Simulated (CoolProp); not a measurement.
Model: reference Helmholtz-energy equation of state, de Reuck 1993, in CoolProp.

For methanol, give the phase and the density (kg/m³), cp (kJ/(kg K)), isothermal compressibility (1/MPa) at 31.45 °C and 28.6 MPa; 194.65 °C and 28.6 MPa; 264.55 °C and 28.6 MPa.


- 31.45 °C and 28.6 MPa: liquid; density 806, cp 2.54, isothermal compressibility 0.000963
- 194.65 °C and 28.6 MPa: liquid; density 645, cp 4.00, isothermal compressibility 0.00312
- 264.55 °C and 28.6 MPa: supercritical; density 530, cp 5.06, isothermal compressibility 0.00868
